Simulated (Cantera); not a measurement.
## SiH4 + C3H8 + H2 (silicon carbide growth)

Feed: 1 mol SiH4, 0.04 mol C3H8, 10 mol H2, held at 28.5 Torr.

Equilibrium computed with Cantera from the NASA thermochemical tables; the gas is ideal and each condensed phase is pure. Candidate condensed phases: C, C6H6, C7H8, C8H18, Si, SiC; 87 gas species. Mutual solubility and eutectic melting of coexisting phases are not modelled. Gases not in the tables: Si2H6 and higher silanes. Kinetics and transport are ignored.

From 1700 K to 2025 K the condensed part is Si(l) + SiC(s). The main Si-bearing gas is Si throughout. The share of Si in condensed phases is highest at 1700 K (100.0 %) and lowest at 2025 K (97.6 %).

| T (K) | log p H2 | log p H | log p Si | log p SiH | log p SiH2 | log p Si2C | log p Si2 | log p Si3 | n Si(l) | n SiC(s) |
|---|---|---|---|---|---|---|---|---|---|---|
| 1700 | -1.42 | -4.54 | -6.17 | -6.69 | -6.27 | -8.39 | -8.53 | -9.13 | 0.880 | 0.120 |
| 1725 | -1.42 | -4.44 | -5.99 | -6.55 | -6.18 | -8.15 | -8.32 | -8.92 | 0.879 | 0.120 |
| 1750 | -1.42 | -4.34 | -5.82 | -6.41 | -6.10 | -7.92 | -8.11 | -8.72 | 0.879 | 0.120 |
| 1775 | -1.42 | -4.25 | -5.66 | -6.28 | -6.02 | -7.69 | -7.91 | -8.53 | 0.879 | 0.120 |
| 1800 | -1.42 | -4.16 | -5.50 | -6.15 | -5.94 | -7.47 | -7.72 | -8.34 | 0.878 | 0.120 |
| 1825 | -1.42 | -4.07 | -5.34 | -6.03 | -5.87 | -7.26 | -7.53 | -8.16 | 0.878 | 0.120 |
| 1850 | -1.42 | -3.98 | -5.19 | -5.91 | -5.80 | -7.05 | -7.35 | -7.98 | 0.877 | 0.120 |
| 1875 | -1.42 | -3.89 | -5.04 | -5.79 | -5.73 | -6.85 | -7.17 | -7.81 | 0.876 | 0.120 |
| 1900 | -1.42 | -3.81 | -4.90 | -5.67 | -5.66 | -6.66 | -6.99 | -7.64 | 0.874 | 0.120 |
| 1925 | -1.42 | -3.73 | -4.76 | -5.56 | -5.59 | -6.46 | -6.83 | -7.48 | 0.872 | 0.120 |
| 1950 | -1.42 | -3.65 | -4.62 | -5.45 | -5.52 | -6.28 | -6.66 | -7.32 | 0.870 | 0.120 |
| 1975 | -1.42 | -3.58 | -4.49 | -5.35 | -5.46 | -6.10 | -6.50 | -7.16 | 0.867 | 0.120 |
| 2000 | -1.42 | -3.50 | -4.36 | -5.24 | -5.40 | -5.92 | -6.35 | -7.01 | 0.862 | 0.120 |
| 2025 | -1.43 | -3.43 | -4.23 | -5.14 | -5.34 | -5.75 | -6.19 | -6.87 | 0.856 | 0.119 |
log p: log10 of the partial pressure in bar; n: condensed amount in mol.
